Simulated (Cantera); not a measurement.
What does this Cantera script print?

```python
import numpy as np
import cantera as ct

gas_names = """
    H HO2 H2 H2O H2O2 O OH O2 O3
""".split()
cond_names = """
    H2O(s) H2O(L)
""".split()


def load(file, names, dense=False):
    # The tables refer to 1 bar. Condensed volumes are neglected.
    table = {s.name: s for s in ct.Species.list_from_file(file)}
    out = []
    for n in names:
        d = dict(table[n].input_data)
        d["thermo"] = dict(d["thermo"], **{"reference-pressure": 1e5})
        if dense:
            d["equation-of-state"] = {"model": "constant-volume", "density": "1e6 g/cm^3"}
        out.append(ct.Species.from_dict(d))
    return out


gas = ct.Solution(thermo="ideal-gas", species=load("nasa_gas.yaml", gas_names))
cond = {s.name: ct.Solution(thermo="fixed-stoichiometry", species=[s], name=s.name)
        for s in load("nasa_condensed.yaml", cond_names, dense=True)}
atoms = {
    'H2O': {'H': 2, 'O': 1},
    'O2': {'O': 2},
    'H2': {'H': 2},
}
top_T = {}  # K; cautious upper limits of use, not melting points


def equilibrate(T, P, feed):
    n = {}
    for name, mol in feed.items():
        for a, k in atoms[name].items():
            n[a] = n.get(a, 0.0) + k * mol
    gas.TPX = T, P, n
    mass = sum(n.values()) * gas.mean_molecular_weight
    gas.equilibrate("TP")
    valid = [c for c in cond.values() if c.min_temp <= T <= top_T.get(c.name, c.max_temp)]
    mix = ct.Mixture([(gas, mass / gas.mean_molecular_weight)] + [(c, 0.0) for c in valid])
    mix.T, mix.P = T, P
    mix.equilibrate("TP", solver="vcs", rtol=1e-11, max_steps=5000)
    return mix


results = []
feed = {'H2O': 1, 'O2': 0.39, 'H2': 3.5}  # mol
T = 2300  # K
P = 10000  # Pa
mix = equilibrate(T, P, feed)
results.append((T, P, feed, dict(zip(mix.species_names, mix.species_moles))))
print(gas.report(threshold=1e-06))
for i in range(1, mix.n_phases):
    print(f"{mix.phase(i).name:16s} {mix.phase_moles(i):12.5e} mol")
```

Output:

```
       temperature   2300 K
          pressure   10000 Pa
           density   0.0043066 kg/m^3
  mean mol. weight   8.2356 kg/kmol
   phase of matter   gas

                          1 kg             1 kmol
                     ---------------   ---------------
          enthalpy       -1.9179e+06       -1.5795e+07  J
   internal energy       -4.2399e+06       -3.4918e+07  J
           entropy             30222        2.4889e+05  J/K
    Gibbs function       -7.1428e+07       -5.8825e+08  J
 heat capacity c_p            5098.1             41986  J/K
 heat capacity c_v            4088.5             33671  J/K

                      mass frac. Y      mole frac. X     chem. pot. / RT
                     ---------------   ---------------   ---------------
                 H         0.0028678          0.023431           -11.386
                H2            0.1435           0.58619           -22.772
               H2O           0.84827           0.38779           -43.998
                 O        0.00013242        6.8166e-05           -21.227
                OH         0.0051593         0.0024984           -32.612
                O2        7.3187e-05        1.8837e-05           -42.453
     [   +3 minor]        4.3368e-08        1.0747e-08
```

These are equilibrium values from Cantera (NASA tables, ideal gas, pure condensed phases), not measurements of a reactor.
